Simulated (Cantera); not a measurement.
**Catalytic combustion on Pt**

An isothermal plug-flow reactor at 1248 K and 1.00 bar (inlet), inlet velocity 0.59 m/s, active area per volume 110 1/m; feed 2.29 % CH4, 1.21 % O2, 95.3 % N2, 1.16 % H2O, equivalence ratio 3.8.

Model: Deutschmann's 1995 Pt surface mechanism with GRI-Mech 3.0 gas chemistry, integrated in Cantera. Catalytic surfaces can have several steady states; this one follows from the mechanism file's or the stated starting coverage. Mass transfer to the wall is taken as infinitely fast.

| z (m) | x CH4 | x O2 | x H2O | x CO2 | x CO | θ free Pt | θ H* | θ CO* | θ C* |
|---|---|---|---|---|---|---|---|---|---|
| 0.00016 | 0.0208 | 0.00927 | 0.0150 | 2.29e-5 | 0.00203 | 0.984 | 0.00120 | 0.00566 | 0.00900 |
| 0.00034 | 0.0188 | 0.00696 | 0.0176 | 4.27e-5 | 0.00403 | 0.968 | 0.00181 | 0.0104 | 0.0199 |
| 0.00073 | 0.0152 | 0.00386 | 0.0201 | 7.00e-5 | 0.00750 | 0.935 | 0.00277 | 0.0178 | 0.0445 |
| 0.0016 | 0.00997 | 0.00117 | 0.0201 | 0.000100 | 0.0125 | 0.886 | 0.00400 | 0.0264 | 0.0832 |
| 0.0034 | 0.00454 | 0.000123 | 0.0167 | 0.000130 | 0.0177 | 0.874 | 0.00522 | 0.0361 | 0.0848 |
| 0.0073 | 0.000751 | 7.15e-7 | 0.0130 | 0.000184 | 0.0213 | 0.924 | 0.00618 | 0.0485 | 0.0213 |
| 0.016 | 9.55e-6 | 3.08e-12 | 0.0121 | 0.000310 | 0.0219 | 0.942 | 0.00640 | 0.0517 | 0.000373 |
x: gas mole fraction; θ: surface coverage.
